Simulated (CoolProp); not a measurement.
Vapour-liquid equilibrium of hydrogen sulfide (1) + n-heptane (2) at 31.35 °C; x and y are mole fractions of (1).

Values from CoolProp's multi-fluid Helmholtz-energy mixture model, Lemmon 2006 and Span 2003; pair parameters Kunz 2012.

```json
[
 {"x": "0.05", "bubble pressure (MPa)": "0.1575", "y at the bubble point": "0.947", "dew pressure at overall composition x (MPa)": "0.008733", "liquid density (mol/L)": "6.907"},
 {"x": "0.15", "bubble pressure (MPa)": "0.4593", "y at the bubble point": "0.982", "dew pressure at overall composition x (MPa)": "0.009766", "liquid density (mol/L)": "7.370"},
 {"x": "0.25", "bubble pressure (MPa)": "0.7392", "y at the bubble point": "0.989", "dew pressure at overall composition x (MPa)": "0.01107", "liquid density (mol/L)": "7.988"},
 {"x": "0.35", "bubble pressure (MPa)": "0.9851", "y at the bubble point": "(withheld)", "dew pressure at overall composition x (MPa)": "0.01278", "liquid density (mol/L)": "(withheld)"},
 {"x": "0.45", "bubble pressure (MPa)": "1.200", "y at the bubble point": "0.993", "dew pressure at overall composition x (MPa)": "0.01511", "liquid density (mol/L)": "9.803"},
 {"x": "0.55", "bubble pressure (MPa)": "1.396", "y at the bubble point": "0.995", "dew pressure at overall composition x (MPa)": "0.01847", "liquid density (mol/L)": "11.09"},
 {"x": "0.65", "bubble pressure (MPa)": "1.586", "y at the bubble point": "(withheld)", "dew pressure at overall composition x (MPa)": "0.02374", "liquid density (mol/L)": "12.73"},
 {"x": "0.75", "bubble pressure (MPa)": "1.778", "y at the bubble point": "0.997", "dew pressure at overall composition x (MPa)": "0.03323", "liquid density (mol/L)": "14.80"},
 {"x": "0.85", "bubble pressure (MPa)": "1.981", "y at the bubble point": "(withheld)", "dew pressure at overall composition x (MPa)": "0.05539", "liquid density (mol/L)": "17.39"},
 {"x": "0.95", "bubble pressure (MPa)": "2.211", "y at the bubble point": "0.999", "dew pressure at overall composition x (MPa)": "(withheld)", "liquid density (mol/L)": "20.53"}
]
```

Question: Some entries are withheld; supply them.

Answer: 
- 0.35, y at the bubble point: 0.992
- 0.35, liquid density (mol/L): 8.786
- 0.65, y at the bubble point: 0.996
- 0.85, y at the bubble point: 0.998
- 0.95, dew pressure at overall composition x (MPa): 0.1664

No azeotrope shows between x = 0.05 and 0.95.

The pair parameters rest on a limited set of measurements; away from them the model extrapolates. The gap from Raoult's law changes sign with composition, which may be real or a fault of the pair parameters; it wasn't checked against measurements.
